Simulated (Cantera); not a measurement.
Charge: 1 mol BCl3, 8.1 mol H2O, equilibrated at 100 Torr.

Equilibrium computed with Cantera from the NASA thermochemical tables; the gas is ideal and each condensed phase is pure. Candidate condensed phases: B, B2O3, B3O3H3, H2O; 33 gas species. The tables' values for BOCl are old estimates; treat these amounts as uncertain. Gases not in the tables: H3BO3. Rates play no part.

Problem. At 1648 K, list the 6 most abundant gas species with their mole fractions, and the condensed phases.

Solution. H2O 0.604, HCl 0.295, HBO2 0.0968, Cl 0.00156, H2 0.00132, B2O3 0.000830. Condensed: gas only.
